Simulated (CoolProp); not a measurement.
A single-stage vapour-compression cycle with R13: evaporating at 239.15 K (dew point), condensing at 259.15 K (bubble point), superheat 5 K, subcooling 0 K, compressor efficiency 0.85, no pressure losses. Each further row changes one setting.

Model: reference Helmholtz-energy equation of state, Platzer 1990, in CoolProp. This equation is an older, rougher fit; its heat capacities, sound speeds and derivatives of the liquid may be far off and weren't checked against measurements.

```
case                              cooling COP  pressure ratio  discharge temperature (K)  refrigerating effect (kJ/kg)  volumetric capacity (kJ/m³)
--------------------------------  -----------  --------------  -------------------------  ----------------------------  ---------------------------
as stated                                8.59            1.84                      272.6                           104                         4630
evaporating temperature 244.15 K         12.0      (withheld)                 (withheld)                    (withheld)                   (withheld)
condensing temperature 254.15 K          11.9      (withheld)                      265.7                           109                         4880
subcooling 5 K                           9.05            1.84                      272.6                           109                         4880
superheat 15 K                           8.56            1.84                      282.6                           111                         4620
compressor efficiency 0.75               7.58            1.84                      274.7                           104                         4630
```

Question: What belongs in the gaps?

Answer: 
- evaporating temperature 244.15 K, pressure ratio: 1.56
- evaporating temperature 244.15 K, discharge temperature (K): 270.4
- evaporating temperature 244.15 K, refrigerating effect (kJ/kg): 105
- evaporating temperature 244.15 K, volumetric capacity (kJ/m³): 5520
- condensing temperature 254.15 K, pressure ratio: 1.59
